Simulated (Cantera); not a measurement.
A closed system holds: 1 mol Si, 7.3 mol NF₃, 82 mol N₂, equilibrated at 1.00 bar.

Cantera equilibrium calculation (NASA polynomials, part measured and part estimated; ideal gas, pure solids and liquids). Candidate condensed phases: Si, Si₃N₄; 16 gas species. Equilibrium is a limit: real reactors are often held back by kinetics, nucleation or transport.

At 750 °C, list the 5 most abundant gas species with their mole fractions, and the condensed phases.

N₂ 0.883, F₂ 0.0691, F 0.0322, SiF₄ 0.0103, NF₃ 0.00491. Condensed: gas only.
